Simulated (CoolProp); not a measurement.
The numbers come from the reference Helmholtz-energy equation of state, Lemmon 2006 in CoolProp. It is a short technical equation, of lower accuracy than the large ones.

Question: For carbonyl sulfide, give the phase and the cp (kJ/(kg K)) at 620 K and 312 bar; 620 K and 375 bar; 620 K and 500 bar.

Answer: 
- 620 K and 312 bar: supercritical; cp 1.19
- 620 K and 375 bar: supercritical; cp 1.20
- 620 K and 500 bar: supercritical; cp 1.18
